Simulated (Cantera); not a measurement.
A perfectly stirred reactor is fed with NO : N₂ = 1 : 0.81 (molar parts), at 825 Torr; it is held at 2198 K, and followed from long to short residence time.

Detailed kinetics in Cantera: GRI-Mech 3.0 (53 species, 325 reactions).

Problem. What does this change do: N2 0.81 to 0.16 parts?

Solution. 
```tsv
quantity	before	after
x(NO) at τ = 0.410 s	0.126	0.167
x(NO₂) at τ = 0.410 s	0.000170	0.000288
x(O) at τ = 0.410 s	0.00119	0.00152
x(N₂) at τ = 0.410 s	0.660	0.485
x(N₂O) at τ = 0.410 s	7.71e-6	1.25e-5
x(NO) at τ = 9.20 ms	0.513	0.776
x(NO₂) at τ = 9.20 ms	0.000254	0.000532
x(O) at τ = 9.20 ms	0.000464	0.000645
x(N₂) at τ = 9.20 ms	0.467	0.180
x(N₂O) at τ = 9.20 ms	0.000132	0.000293
```
